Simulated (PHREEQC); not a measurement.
Solution (25 °C): 0.25 mol/kgw H2SO4, 0.00011 mol/kgw H4SiO4 and 0.021 mol/kgw CO2. Closed to the air; pH follows from the charge balance.

Model: ion-association model, phreeqc.dat, run in PHREEQC.

| Quantity | Result |
|---|---|
| pH | 0.66 |
| ionic strength | 0.311 mol/kgw |
| activity of water | 0.991 |
| specific conductance | 85000 µS/cm |
| density | 1.012 g/cm³ |
| total alkalinity | -500 meq/kg |

```tsv
species	molality	activity	log γ
H+	0.281	0.219	-0.107
HSO4-	0.220	0.161	-0.135
SO4-2	0.0305	0.00755	-0.606
CO2	0.0210	0.0225	0.031
H4SiO4	0.000110	0.000118	0.031
(CO2)2	8.68e-6	9.33e-6	0.031
HCO3-	6.30e-8	4.53e-8	-0.143
```

No solid was allowed to form. Saturation is exceeded, for instance for Quartz (slow to form); the values hold only as long as no solid forms.
